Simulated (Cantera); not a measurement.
Feed: 1 mol TiCl4, 51 mol H2, equilibrated at 1300 K and 0.100 bar.

Cantera equilibrium calculation (NASA polynomials, part measured and part estimated; ideal gas, pure solids and liquids). Candidate condensed phases: Ti, TiCl2, TiCl3, TiCl4; 10 gas species. The tables' values for TiCl2 are old estimates; treat these amounts as uncertain. Equilibrium is a limit: real reactors are often held back by kinetics, nucleation or transport.

What is the equilibrium state?


```
Item                                     Value
-----------------------------------  ---------
x(H2)                                    0.963
x(HCl)                                  0.0178
x(TiCl3)                                0.0174
x(TiCl4)                               0.00146
x(TiCl2)                              0.000156
x(H)                                   3.43e-6
gas amount                           52.47 mol
log10 activity of Ti(β) (absent)         -2.73
log10 activity of TiCl4(l) (absent)      -5.88
```
